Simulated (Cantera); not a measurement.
## Catalytic combustion on Pt

An isothermal plug-flow reactor at 850 K and 1.80 bar (inlet), inlet velocity 4.4 m/s, active area per volume 3400 1/m; feed 0.247 % H₂, 10.9 % O₂, 88.8 % N₂.

Model: Deutschmann's 1995 Pt surface mechanism with GRI-Mech 3.0 gas chemistry, integrated in Cantera. Catalytic surfaces can have several steady states; this one follows from the mechanism file's or the stated starting coverage. Mass transfer to the wall is taken as infinitely fast.

| z (m) | x H₂ | x O₂ | x H₂O | θ free Pt | θ O* | θ OH* |
|---|---|---|---|---|---|---|
| 0.00052 | 0.00101 | 0.108 | 0.00147 | 0.0580 | 0.941 | 0.00114 |
| 0.001 | 0.000488 | 0.108 | 0.00199 | 0.0537 | 0.945 | 0.00118 |
| 0.0019 | 0.000136 | 0.108 | 0.00234 | 0.0510 | 0.948 | 0.00120 |
| 0.0038 | 1.01e-5 | 0.108 | 0.00247 | 0.0501 | 0.949 | 0.00121 |
| 0.0073 | 8.58e-8 | 0.108 | 0.00248 | 0.0500 | 0.949 | 0.00121 |
| 0.014 | 9.41e-12 | 0.108 | 0.00248 | 0.0500 | 0.949 | 0.00121 |
| 0.027 | <1e-12 | 0.108 | 0.00248 | 0.0500 | 0.949 | 0.00121 |
| 0.052 | <1e-12 | 0.108 | 0.00248 | 0.0500 | 0.949 | 0.00121 |
x: gas mole fraction; θ: surface coverage.
